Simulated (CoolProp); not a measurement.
Values from CoolProp's reference Helmholtz-energy equation of state, Thol 2016.

Task: For hexamethyldisiloxane (MM), give the phase and the cp (kJ/(kg K)), cv (kJ/(kg K)), speed of sound (m/s), isothermal compressibility (1/MPa) at 135.45 °C and 2.75 MPa; 258.65 °C and 2.75 MPa.

Result: 
- 135.45 °C and 2.75 MPa: liquid; cp 2.20, cv 1.82, speed of sound 547, isothermal compressibility 0.00632
- 258.65 °C and 2.75 MPa: supercritical; cp 3.42, cv 2.15, speed of sound 119, isothermal compressibility 0.298
